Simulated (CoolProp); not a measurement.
Vapour-liquid equilibrium of carbon dioxide (1) + R142b (2) at 682 kPa; x and y are mole fractions of (1).

Values from CoolProp's multi-fluid Helmholtz-energy mixture model, Span 1996 and Lemmon 2006; pair parameters Bell 2016.

Q: Give the bubble temperature and the first vapour's composition at x = 0.275, 0.425, 0.875. Is there an azeotrope?

A: x = 0.275: 260.8 K, y = 0.890; x = 0.425: 246.1 K, y = 0.953; x = 0.875: 226.6 K, y = 0.995. No azeotrope shows between x = 0.05 and 0.95.

The pair parameters rest on a limited set of measurements; away from them the model extrapolates.
